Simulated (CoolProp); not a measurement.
A single-stage vapour-compression cycle with R227EA: evaporating at 290.15 K (dew point), condensing at 314.15 K (bubble point), superheat 5 K, subcooling 0 K, compressor efficiency 0.6, no pressure losses. Each further row changes one setting.

Values from CoolProp's reference Helmholtz-energy equation of state, Lemmon 2016.

```json
[
 {"case": "as stated", "cooling COP": "6.07", "pressure ratio": "2.04", "discharge temperature (K)": "319.1", "refrigerating effect (kJ/kg)": "91.6", "volumetric capacity (kJ/m³)": "2510"},
 {"case": "evaporating temperature 295.15 K", "cooling COP": "8.06", "pressure ratio": "1.74", "discharge temperature (K)": "319.0", "refrigerating effect (kJ/kg)": "94.8", "volumetric capacity (kJ/m³)": "3040"},
 {"case": "condensing temperature 309.15 K", "cooling COP": "8.00", "pressure ratio": "1.78", "discharge temperature (K)": "314.3", "refrigerating effect (kJ/kg)": "97.7", "volumetric capacity (kJ/m³)": "2680"},
 {"case": "subcooling 5 K", "cooling COP": "6.48", "pressure ratio": "2.04", "discharge temperature (K)": "319.1", "refrigerating effect (kJ/kg)": "97.7", "volumetric capacity (kJ/m³)": "2680"},
 {"case": "superheat 15 K", "cooling COP": "6.30", "pressure ratio": "2.04", "discharge temperature (K)": "329.1", "refrigerating effect (kJ/kg)": "100", "volumetric capacity (kJ/m³)": "2620"},
 {"case": "compressor efficiency 0.5", "cooling COP": "5.06", "pressure ratio": "2.04", "discharge temperature (K)": "322.3", "refrigerating effect (kJ/kg)": "91.6", "volumetric capacity (kJ/m³)": "2510"}
]
```
